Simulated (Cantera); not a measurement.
Charge: 1 mol Fe2O3, 5 mol CH4, 2.2 mol CO, at 7.50 Torr.

Method: chemical equilibrium by Gibbs-energy minimisation in Cantera with the NASA 1993 tables (ideal gas, pure condensed phases). Candidate condensed phases: C, C6H6, C7H8, C8H18, Fe, Fe(CO)5, FeO, Fe(OH)2, Fe(OH)3, Fe2O3, Fe3O4, H2O; 114 gas species. Condensed phases not in the tables: cementite and carbon dissolved in iron. Equilibrium is a limit: real reactors are often held back by kinetics, nucleation or transport. All values below are at 1325 K.

Base state: H2 0.658, CO 0.342, CH4 2.91e-5, H2O 1.62e-5, H 1.33e-5 (mole fractions); condensed: C(graphite) + Fe(γ).

Q: What changes in the equilibrium state with this change: Fe2O3 replaced by Ta2O5?

A: 
```
species            before     after
----------------  -------  --------
H2                  0.658     0.634
CO                  0.342     0.366
H2O               1.62e-5  0.000503
CO2               4.52e-6  0.000156
CH4               2.91e-5   8.94e-7
H                 1.33e-5   1.30e-5
C(graphite), mol     2.00         0
Fe(γ), mol           2.00         0
TaC(s), mol             0      1.43
Ta2O5(s), mol           0     0.284
```
Mutual solubility and eutectic melting of coexisting phases are not modelled. TaC: taken at fixed stoichiometry. Condensed phases not in the tables: Ta2C. Further candidate phases: Ta, TaC, Ta2O5.
